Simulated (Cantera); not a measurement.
## Thermodynamics of silicon oxide and oxynitride deposition, feed SiCl4 + H2O + H2

Charge: 1 mol SiCl4, 1.5 mol H2O, 77 mol H2, held at 0.0560 bar.

These are equilibrium values from Cantera (NASA tables, ideal gas, pure condensed phases), not measurements of a reactor. Candidate condensed phases: H2O, Si, SiO2; 30 gas species. The tables' values for SiCl3 are old estimates; treat these amounts as uncertain. The tables hold silica as quartz up to 1696 K and as liquid above; real silica turns to tridymite and cristobalite and melts near 1996 K. The numbers say what is thermodynamically allowed, not how fast it happens.

```csv
T (K),x H2,x HCl,x SiCl2,x SiCl4,x SiO,x SiHCl3,x SiCl3,x SiH2Cl2,n SiO2(β-quartz)
1025,0.959,0.0381,2.57e-5,0.00248,2.51e-9,0.000538,5.52e-5,1.29e-5,0.750
1075,0.958,0.0384,0.000112,0.00218,3.29e-8,0.000675,0.000124,2.45e-5,0.750
1125,0.958,0.0392,0.000376,0.00173,3.17e-7,0.000736,0.000230,3.84e-5,0.750
1175,0.957,0.0403,0.000918,0.00116,2.24e-6,0.000651,0.000331,4.68e-5,0.750
1225,0.955,0.0415,0.00161,0.000631,1.18e-5,0.000454,0.000359,4.36e-5,0.750
1275,0.954,0.0424,0.00219,0.000288,4.88e-5,0.000261,0.000311,3.29e-5,0.748
1325,0.954,0.0430,0.00251,0.000119,0.000170,0.000135,0.000235,2.20e-5,0.743
1375,0.953,0.0437,0.00256,4.75e-5,0.000511,6.62e-5,0.000163,1.37e-5,0.729
1425,0.952,0.0446,0.00228,1.80e-5,0.00132,3.01e-5,0.000102,7.68e-6,0.697
```
x: gas mole fraction; n: condensed amount in mol.

From 1025 K to 1425 K the condensed part is SiO2(β-quartz). The main Si-bearing gas is SiCl4 at 1025 K and SiCl2 at 1425 K.
